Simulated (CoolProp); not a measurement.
Vapour-liquid equilibrium of n-pentane (1) + toluene (2) at 0.0556 MPa; x and y are mole fractions of (1).

Model: multi-fluid Helmholtz-energy mixture model, Thol 2019 and Lemmon 2006; pair parameters Bell 2016, in CoolProp.

| x | bubble temperature (K) | y at the bubble point | dew temperature at overall composition x (K) | liquid density (mol/L) |
|---|---|---|---|---|
| 0.05 | 349.1 | 0.415 | 362.4 | 8.792 |
| 0.125 | 334.4 | 0.684 | 360.0 | 8.892 |
| 0.2 | 324.9 | 0.800 | 357.5 | 8.937 |
| 0.275 | 318.4 | 0.860 | 354.8 | 8.953 |
| 0.35 | 313.5 | 0.896 | 351.9 | 8.950 |
| 0.425 | 309.7 | 0.920 | 348.7 | 8.936 |
| 0.5 | 306.7 | 0.938 | 345.2 | 8.914 |
| 0.575 | 304.0 | 0.951 | 341.2 | 8.887 |
| 0.65 | 301.7 | 0.962 | 336.7 | 8.856 |
| 0.725 | 299.6 | 0.972 | 331.4 | 8.822 |
| 0.8 | 297.6 | 0.980 | 324.9 | 8.786 |
| 0.875 | 295.7 | 0.988 | 316.5 | 8.749 |
| 0.95 | 293.9 | 0.995 | 304.3 | 8.710 |

No azeotrope shows between x = 0.05 and 0.95.

The pair parameters rest on a limited set of measurements; away from them the model extrapolates.
